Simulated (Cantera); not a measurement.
Reactions in the system Ca-O-S

Cantera with NASA thermochemical tables; ideal gases at 1 bar, condensed phases pure. Values are per mole of reaction as written; species without (g) are pure solids or liquids, kept so even where they would boil at 1 bar.

3 SO2(g) + Ca(g) = 2 SO3(g) + CaS

| T (K) | ΔH° (kJ) | ΔS° (J/K) | ΔG° (kJ) | log10 K |
|---|---|---|---|---|
| 300 | -552.0 | -329.3 | -453.2 | 78.91 |
| 798 | -543.9 | -314.2 | -293.1 | 19.19 |
| 998 | -539.6 | -309.5 | -230.8 | 12.08 |
| 1198 | -535.2 | -305.4 | -169.3 | 7.38 |
| 1398 | -530.6 | -301.9 | -108.5 | 4.06 |
| 1598 | -525.9 | -298.8 | -48.5 | 1.58 |
| 1798 | -521.1 | -295.9 | 11.0 | -0.32 |
| 1998 | -516.1 | -293.3 | 69.9 | -1.83 |
| 2198 | -511.2 | -290.9 | 128.3 | -3.05 |
| 2398 | -506.2 | -288.8 | 186.3 | -4.06 |
